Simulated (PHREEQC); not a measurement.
PHREEQC input (ion-association model, phreeqc.dat):

```
SOLUTION_MASTER_SPECIES
  Amm  AmmH+  0  AmmH  17.031  # ammonia with no redox link, constants of NH4+
SOLUTION_SPECIES
  AmmH+ = AmmH+
    -log_k 0
    -gamma 2.5 0
    -dw 1.98e-9
  AmmH+ = Amm + H+
    -log_k -9.252
    -delta_h 12.48 kcal
    -analytic 0.6322 -0.001225 -2835.76
    -dw 2.28e-9
  AmmH+ + SO4-2 = AmmHSO4-
    -log_k 1.11
PHASES
  Amm(g)
    Amm = Amm
    -log_k 1.7966
    -analytic -18.758 3.3670e-4 2.5113e3 4.8619 39.192
    -T_c 405.6
    -P_c 111.3
    -Omega 0.25
EXCHANGE_SPECIES
  AmmH+ + X- = AmmHX
    -log_k 0.6
    -gamma 2.5 0
    -delta_h -2.4
SOLUTION 0
  temp 40
  units mmol/kgw
  pH 7 charge
  Cl 1.39
  Mg 0.69
  S(6) 0.81
  Amm 1.62
  O(0) 1 O2(g) -0.68
SOLUTION 1-30
  temp 40
  units mmol/kgw
  pH 7 charge
  S(6) 1.3
  Mg 1.3
  Cl 0.01
  O(0) 1 O2(g) -0.68
END
EXCHANGE 1-30
  X 0.0023
  -equilibrate 1
END
SELECTED_OUTPUT 1
  -reset false
  -pH true
  -pe true
  -ionic_strength true
  -water true
  -step true
  -totals Amm Cl Mg S S(-2) S(6)
  -molalities AmmHX MgX2
PRINT
  -reset false
TRANSPORT
  -cells 30
  -shifts 120
  -lengths 0.00666667
  -time_step 60
  -dispersivities 0.01
  -boundary_conditions flux flux
  -correct_disp true
  -punch_cells 30
  -punch_frequency 4
END
# ... the last block is repeated for the other 30 points of pore volumes
```

Selected output (columns that matter, 26 of 31 rows; pore volumes added in front):

```
pore volumes	pH	mu	Amm	Cl	Mg	S	m_MgX2
0	5.0746	0.0043183	0	1e-05	0.0013	0.0013	0.00115
0.15	5.0746	0.0043183	0	1e-05	0.0013	0.0013	0.00115
0.2833	5.0746	0.0043183	1.8636e-09	1.0011e-05	0.0013	0.0013	0.00115
0.55	5.0738	0.0043231	2.4792e-05	6.0116e-05	0.0012949	0.0012822	0.0011485
0.6833	5.0715	0.0043313	0.0001203	0.00020575	0.0012682	0.0012305	0.0011426
0.8167	5.0675	0.0043344	0.00030722	0.00043907	0.0012086	0.0011476	0.0011307
0.95	5.063	0.0043246	0.00055072	0.00069571	0.001124	0.0010565	0.0011146
1.0833	5.0587	0.0043023	0.00080008	0.0009207	0.0010319	0.00097664	0.001097
1.35	5.0529	0.0042444	0.0011964	0.0012083	0.00087546	0.00087453	0.0010657
1.4833	5.0512	0.0042191	0.001329	0.0012833	0.00082003	0.00084788	0.0010539
1.6167	5.0501	0.0041988	0.0014244	0.0013291	0.00077896	0.00083164	0.0010448
1.75	5.0494	0.0041837	0.0014908	0.0013559	0.00074964	0.0008221	0.0010382
1.8833	5.0489	0.0041728	0.001536	0.0013713	0.00072929	0.00081665	0.0010335
2.15	5.0485	0.0041602	0.0015857	0.0013845	0.00070636	0.00081194	0.0010281
2.2833	5.0484	0.0041568	0.0015984	0.0013871	0.00070038	0.00081103	0.0010267
2.4167	5.0483	0.0041547	0.0016065	0.0013885	0.00069652	0.00081054	0.0010258
2.55	5.0483	0.0041532	0.0016116	0.0013892	0.00069407	0.00081028	0.0010252
2.6833	5.0483	0.0041523	0.0016148	0.0013896	0.00069252	0.00081015	0.0010248
2.95	5.0482	0.0041514	0.0016181	0.0013899	0.00069095	0.00081004	0.0010245
3.0833	5.0482	0.0041512	0.0016188	0.0013899	0.00069058	0.00081002	0.0010244
3.2167	5.0482	0.0041511	0.0016193	0.00139	0.00069035	0.00081001	0.0010243
3.35	5.0482	0.004151	0.0016196	0.00139	0.00069021	0.00081001	0.0010243
3.4833	5.0482	0.004151	0.0016197	0.00139	0.00069013	0.00081	0.0010243
3.75	5.0482	0.0041509	0.0016199	0.00139	0.00069005	0.00081	0.0010243
3.8833	5.0482	0.0041509	0.0016199	0.00139	0.00069003	0.00081	0.0010243
4.0167	5.0482	0.0041509	0.00162	0.00139	0.00069002	0.00081	0.0010243
```

At this temperature some constants are extrapolated from 25 °C, and those without enthalpy data are left unchanged.
